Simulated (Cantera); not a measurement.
A Cantera script and its output.

```python
import numpy as np
import cantera as ct

gas = ct.Solution("gri30.yaml")


def delay(T, t_max=10):
    gas.TPX = T, 290000, {'CH4': 1, 'O2': 1.67, 'N2': 6.27, 'H2O': 0.19}
    reactor = ct.IdealGasReactor(gas, clone=False)
    net = ct.ReactorNet([reactor])
    net.rtol, net.atol = 1e-8, 1e-16
    while net.time < t_max:
        t_old, T_old = net.time, reactor.T
        net.step()
        if reactor.T > T + 400:  # ignition: a rise of 400 K
            return t_old + (T + 400 - T_old) / (reactor.T - T_old) * (net.time - t_old)
    return np.nan


taus = []
for T in [1175, 1250, 1325, 1400, 1475]:
    taus.append(delay(T))
    print(f"T0 = {T:6g} K   tau = {taus[-1]:.4e} s")

# d ln(tau) / d ln(k), from doubling and halving each rate constant
T, sens = 1325, []
for i in range(gas.n_reactions):
    gas.set_multiplier(2.0, i)
    up = delay(T)
    gas.set_multiplier(0.5, i)
    down = delay(T)
    gas.set_multiplier(1.0, i)
    sens.append((np.log(up / down) / np.log(4.0), gas.reaction(i).equation))
sens.sort(key=lambda x: -abs(x[0]))
print(f"sensitivities at {T} K")
for s, eq in sens[:10]:
    print(f"{s:8.3f}  {eq}")
```

It prints:

```
T0 =   1175 K   tau = 2.6222e-02 s
T0 =   1250 K   tau = 9.7332e-03 s
T0 =   1325 K   tau = 3.8559e-03 s
T0 =   1400 K   tau = 1.6169e-03 s
T0 =   1475 K   tau = 7.1498e-04 s
sensitivities at 1325 K
   0.522  2 CH3 (+M) <=> C2H6 (+M)
  -0.391  CH3 + O2 <=> CH3O + O
  -0.333  CH3 + O2 <=> CH2O + OH
  -0.271  CH2O + O2 <=> HCO + HO2
   0.238  CH4 + H <=> CH3 + H2
  -0.236  H + O2 <=> O + OH
  -0.222  CH3 + HO2 <=> CH3O + OH
  -0.151  CH2O + CH3 <=> CH4 + HCO
  -0.143  CH3O + O2 <=> CH2O + HO2
   0.120  CH2O + H (+M) <=> CH3O (+M)
```

Computed with Cantera and GRI-Mech 3.0 (53 species, 325 reactions).
